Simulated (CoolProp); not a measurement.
Vapour-liquid equilibrium of n-pentane (1) + benzene (2) at 40.6 kPa; x and y are mole fractions of (1).

Values from CoolProp's multi-fluid Helmholtz-energy mixture model, Thol 2019 and Thol 2012; pair parameters Bell 2016.

```csv
x,bubble temperature (K),y at the bubble point,dew temperature at overall composition x (K),liquid density (mol/L)
0.05,318.4,0.289,325.0,10.75
0.15,308.5,0.567,322.4,10.58
0.25,302.5,0.695,319.6,10.38
0.35,298.5,0.769,316.5,10.15
0.45,295.6,0.819,313.1,9.926
0.55,293.2,0.859,309.2,9.704
0.65,291.1,0.892,304.8,9.487
0.75,289.2,0.923,299.6,9.278
0.85,287.4,0.954,293.7,9.077
0.95,285.7,0.984,287.6,8.884
```

No azeotrope shows between x = 0.05 and 0.95.

Pair parameters are fitted to limited data, so mixtures are less certain than the pure fluids.
